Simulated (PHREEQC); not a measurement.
**Hard or scaling water: an equilibrium model**

A solution holds 0.00022 mol CaCl2, 0.048 mol Na2SO4 and 0.0017 mol MgSO4 per kg of water, at 25 °C. Closed to the air; pH follows from the charge balance.

The numbers come from PHREEQC with the ion-association model, phreeqc.dat.

Precipitation was switched off in this run.

Task: Estimate the ionic strength, specific conductance.

Result: ionic strength 0.135 mol/kgw; specific conductance 8380 µS/cm.

Task: In which forms is Ca present?

Result: Ca+2 53 %, CaSO4 47 % of the Ca.
